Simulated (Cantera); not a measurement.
Iron carbonyl, mercury and lead vapours: Hg + O2 + N2

Input: 1 mol Hg, 1.7 mol O2, 4.3 mol N2, held at 723.15 K and 0.00150 bar.

Method: chemical equilibrium by Gibbs-energy minimisation in Cantera with the NASA 1993 tables (ideal gas, pure condensed phases). Candidate condensed phases: Hg, HgO; 10 gas species. The numbers say what is thermodynamically allowed, not how fast it happens.

```yaml
x(N2): 0.614
x(O2): 0.243
x(Hg): 0.143
gas_amount: 7.000 mol
log10 activity of Hg(l) (absent): -4.30
```
